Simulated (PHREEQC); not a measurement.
Make-up at 25 °C: 0.12 mol/kgw H2SO4, 0.16 mol/kgw Fe(NO3)3 and 0.00011 mol/kgw CuSO4. Closed to the air; pH follows from the charge balance.

Model: ion-association model, phreeqc.dat, run in PHREEQC.

- pH: 0.86
- ionic strength: 0.726 mol/kgw
- activity of water: 0.986
- total alkalinity: -560 meq/kg

| species | molality | activity | log γ |
|---|---|---|---|
| NO3- | 0.480 | 0.279 | -0.236 |
| H+ | 0.184 | 0.139 | -0.123 |
| Fe+3 | 0.0575 | 0.00445 | -1.111 |
| FeSO4+ | 0.0569 | 0.0375 | -0.181 |
| FeHSO4+2 | 0.0434 | 0.0139 | -0.494 |
| HSO4- | 0.0138 | 0.0103 | -0.124 |
| SO4-2 | 0.00435 | 0.000768 | -0.753 |

This is a speciation only: nothing precipitates in the calculation. The solution is supersaturated, for example in Hematite (slow to form), Goethite (slow to form), so a real one may precipitate; this is no full list. The ionic strength is past about 0.7 mol/kgw, beyond the range of this activity model, so the values are rough.
